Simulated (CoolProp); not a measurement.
Model: reference Helmholtz-energy equation of state, Rui 2013, in CoolProp.

Problem. Give the vapour pressure (MPa), liquid density (kg/m³), vapour density (kg/m³), vapour viscosity (µPa s) of saturated R236EA at 334.2, 343.9, 353.7 K.

Solution. 
```
T (K)  p (MPa)  liquid density (kg/m³)  vapour density (kg/m³)  vapour viscosity (µPa s)
-----  -------  ----------------------  ----------------------  ------------------------
334.2    0.620                    1300                    40.2                      12.1
343.9    0.798                    1260                    52.1                      12.5
353.7     1.02                    1220                    67.3                      13.0
```

Viscosity comes from a separate model (Huber 2003), an estimate that may be off by 10 % or more.
